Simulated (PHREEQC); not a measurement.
Consider water at 25 °C with 0.045 mol/kgw H3PO4, 0.00011 mol/kgw NaF and 0.00027 mol/kgw KCl. Closed to the air; pH follows from the charge balance.

The numbers come from PHREEQC with the ion-association model, phreeqc.dat.

| quantity | before | after |
|---|---|---|
| pH | 1.85 | 1.96 |
| ionic strength (mol/kgw) | 0.0161 | 0.0128 |
| H3PO4 (mol/kgw) | 0.0291 | 0.0325 |
| H2PO4- (mol/kgw) | 0.0159 | 0.0125 |
| HF (mol/kgw) | 0.000104 | 0.000108 |
| F- (mol/kgw) | 5.63e-6 | 2.26e-6 |
| SI of Sylvite (KCl) | -8.15 | -8.40 |
| SI of Halite (NaCl) | -9.21 | -9.25 |

**Question.** Which change was made?
(A) KCl from 0.00027 to 0.000297 mol/kgw
(B) 0.0035 mol/kgw HBF4 added
(C) temperature from 25 to 85 °C
(D) NaF from 0.00011 to 5.5e-05 mol/kgw
(E) H3PO4 replaced by (NH4)2HPO4 at the same molality

**Answer.** C, temperature from 25 to 85 °C

This is a speciation only: nothing precipitates in the calculation. Away from 25 °C the constants follow the database's enthalpies or fits; those with neither stay at their 25 °C values.
